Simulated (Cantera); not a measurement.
Mixture: 8.61 % CH4, 1.20 % CO, 18.9 % O2, 71.3 % N2, at 16.0 bar, adiabatic and at constant volume. Ignition delay is the time to a rise of 400 K.

Cantera simulation using GRI-Mech 3.0 (53 species, 325 reactions); the numbers are that mechanism's predictions, not measurements. The pressure lies above the range GRI-Mech 3.0 was tuned for (to about 10 atm).

**Question.** Predict: delay at 1298 K; delay at 1348 K; delay at 1398 K; delay at 1448 K; delay at 1498 K; delay at 1548 K; delay at 1598 K; apparent activation energy between 1498 and 1598 K.

**Answer.** 
- delay at 1298 K: 0.951 ms
- delay at 1348 K: 0.544 ms
- delay at 1398 K: 0.320 ms
- delay at 1448 K: 0.193 ms
- delay at 1498 K: 0.119 ms
- delay at 1548 K: 75.4 µs
- delay at 1598 K: 48.6 µs
- apparent activation energy between 1498 and 1598 K: 180 kJ/mol
